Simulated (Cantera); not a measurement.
Feed: 1 mol FeS, 0.53 mol H2S, 14 mol N2, held at 21.0 mbar.

Equilibrium computed with Cantera from the NASA thermochemical tables; the gas is ideal and each condensed phase is pure. Candidate condensed phases: Fe, FeS, FeS2, S; 16 gas species. FeS: taken at fixed stoichiometry. Rates play no part.

**Question.** At 725 K, list the 4 most abundant gas species with their mole fractions, and the condensed phases.

**Answer.** N2 0.963, H2S 0.0327, H2 0.00375, S2 5.70e-5. Condensed: FeS(s) + FeS2(s).
